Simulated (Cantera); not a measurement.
Predominance diagram of Mg at 775 K against the partial pressures of O₂ and Br₂ (log10, bar). Cantera with NASA thermochemical tables; ideal gases at 1 bar, condensed phases pure. Candidates: Mg(s), MgBr₂(s), MgO(s). Only these pure phases compete in this equilibrium. Not in the tables: oxide halides.

Task: Which phase is stable at these pairs, and which metal-bearing vapour leads over it? (-14.9, -2.9); (-17, -14.3); (-36.2, -20); (-6.4, -11.4); (-17, -5.7); (0, -8.6); (-44.7, -1.4)

Result: 
```
log p(O₂)  log p(Br₂)     phase  chief vapour  log p (bar)
---------  ----------  --------  ------------  -----------
-14.9            -2.9    MgO(s)         MgBr₂         -6.7
-17             -14.3    MgO(s)         MgBr₂        -17.0
-36.2             -20    MgO(s)         MgBr₂        -13.1
-6.4            -11.4    MgO(s)         MgBr₂        -19.4
-17              -5.7    MgO(s)         MgBr₂         -8.4
0                -8.6    MgO(s)         MgBr₂        -19.8
-44.7            -1.4  MgBr₂(s)         MgBr₂         -5.6
```
